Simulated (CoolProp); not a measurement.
A Linde-Hampson liquefier for methane: isothermal reversible compression at 300 K from 1 atm to 40 MPa, throttling to 1 atm, return gas leaving the recuperator 5 K below the feed. Each further row changes one setting.

Model: reference Helmholtz-energy equation of state, Setzmann 1991, in CoolProp.

| case | liquid yield per pass | compression work (kJ/kg of gas) |
|---|---|---|
| as stated | … | 877 |
| high pressure 80 MPa | 0.214 | … |
| warm-end temperature 330 K | … | 986 |
| warm-end gap 10 K | … | 877 |

**Question.** Some entries are withheld; supply them.

**Answer.** 
- as stated, liquid yield per pass: 0.239
- high pressure 80 MPa, compression work (kJ/kg of gas): 1020
- warm-end temperature 330 K, liquid yield per pass: 0.190
- warm-end gap 10 K, liquid yield per pass: 0.230
